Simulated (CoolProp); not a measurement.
Vapour-liquid equilibrium of R125 (1) + R236EA (2) at 259.9 K; x and y are mole fractions of (1).

Values from CoolProp's multi-fluid Helmholtz-energy mixture model, Lemmon 2005 and Rui 2013; pair parameters Bell 2016.

Q: Give the bubble pressure and the first vapour's composition at x = 0.2, 0.35, 0.8. Is there an azeotrope?

A: x = 0.2: 0.1223 MPa, y = 0.707; x = 0.35: 0.1793 MPa, y = 0.830; x = 0.8: 0.3495 MPa, y = 0.968. No azeotrope shows between x = 0.05 and 0.95.

Pair parameters are fitted to limited data, so mixtures are less certain than the pure fluids. The gap from Raoult's law changes sign with composition, which may be real or a fault of the pair parameters; it wasn't checked against measurements.
